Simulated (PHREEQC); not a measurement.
A column of 1 m (40 cells, dispersivity 0.05 m, 720 s a shift, diffusion coefficient 3e-10 m²/s) holds 0.006 eq of the database's cation exchanger X per kg of pore water, first in equilibrium with 0.007 mol/kgw Na2SO4 and 1e-05 mol/kgw HCl. It is flushed with 0.00058 mol CdCl2, 0.00065 mol ZnSO4 and 1e-05 mol HCl per kg of water, at 40 °C. Values are for the last cell. No CO2 enters from the air. Nothing may precipitate in this run.

Base run: PHREEQC, ion-association model, phreeqc.dat. Each further column changes one thing. The table gives Na in solution (mol/kgw).

| pore volumes | base | exchange capacity from 0.006 to 0.003 eq/kgw | dispersivity from 0.05 to 0.1 m |
|---|---|---|---|
| 0 | 0.0140 | 0.0140 | 0.0140 |
| 0.9125 | 0.00887 | 0.00887 | 0.00827 |
| 2.038 | 0.00253 | 0.00253 | 0.00278 |
| 2.938 | 0.00246 | 1.40e-5 | 0.00248 |
| 4.062 | 1.51e-5 | 4.69e-8 | 8.68e-5 |
| 4.963 | 1.42e-7 | 5.40e-10 | 6.35e-6 |
| 6.088 | 5.84e-10 | 2.11e-12 | 2.89e-7 |
| 6.987 | 7.94e-12 | 2.52e-14 | 2.52e-8 |

Constants without temperature data keep their 25 °C values here.
